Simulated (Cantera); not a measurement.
# Ammonia decomposition in nitride growth gas

An isothermal, constant-pressure homogeneous reactor starts with NH₃ : N₂ : H₂ = 1 : 23 : 0.14 (molar parts), at 2400 K and 20.0 Torr.

Model: the gas-phase N/H chemistry of the illustrative SiF4/NH3 mechanism in the Surface Chemkin manual (1991), integrated in Cantera. Walls and surfaces, which speed up NH3 decomposition in real reactors, are not modelled.

| t (s) | x NH₃ | x N₂H₂ | x NH | x N₂ | x H₂ | x N | x H |
|---|---|---|---|---|---|---|---|
| 1.00e-6 | 0.0414 | <1e-12 | <1e-12 | 0.953 | 0.00580 | <1e-12 | 4.26e-7 |
| 5.29e-6 | 0.0414 | <1e-12 | 5.06e-11 | 0.953 | 0.00580 | <1e-12 | 2.04e-6 |
| 2.79e-5 | 0.0414 | 4.84e-11 | 5.64e-9 | 0.953 | 0.00580 | 3.28e-12 | 6.90e-6 |
| 0.000148 | 0.0413 | 3.28e-9 | 4.03e-7 | 0.953 | 0.00585 | 2.48e-9 | 1.30e-5 |
| 0.000781 | 0.0408 | 2.27e-7 | 1.48e-5 | 0.952 | 0.00615 | 6.64e-7 | 3.79e-5 |
| 0.00413 | 0.0364 | 1.63e-6 | 6.48e-5 | 0.950 | 0.0117 | 7.90e-6 | 0.000145 |
| 0.0218 | 0.0191 | 6.45e-7 | 6.02e-5 | 0.943 | 0.0371 | 1.48e-5 | 0.000349 |
| 0.115 | 0.00115 | 2.08e-8 | 1.86e-5 | 0.935 | 0.0630 | 1.11e-5 | 0.00105 |
| 0.609 | 6.60e-7 | 1.23e-12 | 3.60e-7 | 0.932 | 0.0622 | 1.23e-6 | 0.00578 |
| 3.22 | 4.52e-9 | <1e-12 | 3.66e-8 | 0.926 | 0.0548 | 4.84e-7 | 0.0196 |
| 17.0 | 3.66e-9 | <1e-12 | 4.16e-8 | 0.924 | 0.0532 | 6.53e-7 | 0.0226 |
| 90.0 | 3.66e-9 | <1e-12 | 4.16e-8 | 0.924 | 0.0532 | 6.53e-7 | 0.0226 |
x: mole fraction; the columns are a selection and need not sum to one.

Equilibrium at this temperature and pressure: NH₃ 3.66e-9, N₂H₂ <1e-12, NH 4.16e-8, N₂ 0.924, H₂ 0.0532, N 6.53e-7, H 0.0226 (gas phase only).
